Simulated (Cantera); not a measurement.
A Cantera script and what it prints.

```python
import numpy as np
import cantera as ct

gas_names = """
    Cu CuF CuF2 CuO Cu2 F FO FO2 F2 F2O O O2 O3
""".split()
cond_names = """
    Cu(cr) Cu(L) CuF2(s) CuF2(L) CuO(s) Cu2O(s) Cu2O(L)
""".split()


# ... load() reads the species with a 1 bar reference pressure and builds the phases ...
atoms = {
    'CuO': {'Cu': 1, 'O': 1},
    'F2': {'F': 2},
    'O2': {'O': 2},
}
top_T = {'CuO(s)': 1390}  # K; cautious upper limits of use, not melting points


# ... equilibrate(T, P, feed) seeds the gas with the atoms and calls Mixture.equilibrate('TP', solver="vcs", rtol=1e-11, max_steps=5000) ...
results = []
feed = {'CuO': 1, 'F2': 9.4, 'O2': 0.19}  # mol
T = 850  # K
P = 57000  # Pa
mix = equilibrate(T, P, feed)
results.append((T, P, feed, dict(zip(mix.species_names, mix.species_moles))))
x = sorted(zip(gas.X, gas.species_names), reverse=True)
print(f"T = {T:g} K  P = {P:g} Pa  gas = {mix.phase_moles(0):.4g} mol")
print("   x: " + "  ".join(f"{s} {v:.3e}" for v, s in x if v > 0.001))
print("   condensed (mol): " + ("  ".join(f"{mix.phase(i).name} {mix.phase_moles(i):.4g}"
      for i in range(1, mix.n_phases) if mix.phase_moles(i) > 1e-12) or "none"))
```

It prints:

```
T = 850 K  P = 57000 Pa  gas = 9.189 mol
   x: F2 9.033e-01  O2 7.506e-02  F 2.159e-02
   condensed (mol): CuF2(s) 1
```

These are equilibrium values from Cantera (NASA tables, ideal gas, pure condensed phases), not measurements of a reactor.
